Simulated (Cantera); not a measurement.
Charge: 1 mol Al, 0.74 mol Cl2, 1.2 mol F2, held at 46.0 Pa.

Cantera equilibrium calculation (NASA polynomials, part measured and part estimated; ideal gas, pure solids and liquids). Candidate condensed phases: Al, AlCl3, AlF3; 19 gas species. Equilibrium is a limit: real reactors are often held back by kinetics, nucleation or transport. All values below are at 1175 K.

Base state: AlF3 0.353, Cl2 0.251, AlClF2 0.230, Cl 0.0845, AlCl2F 0.0726, AlCl3 0.00799, Al2F6 0.00115 (mole fractions); condensed: gas only.

Question: What changes in the equilibrium state with this change: 0.18 mol H2O added?

Answer: 
```
species   before     after
-------  -------  --------
AlF3       0.353     0.248
HCl            0     0.167
Cl2        0.251     0.164
AlF2O          0     0.102
HF             0    0.0366
AlCl2F    0.0726    0.0493
AlClF2     0.230     0.159
Cl        0.0845    0.0683
Al2F6    0.00115  0.000572
AlCl3    0.00799   0.00534
```
Further candidate phases: Al2O3, H2O.
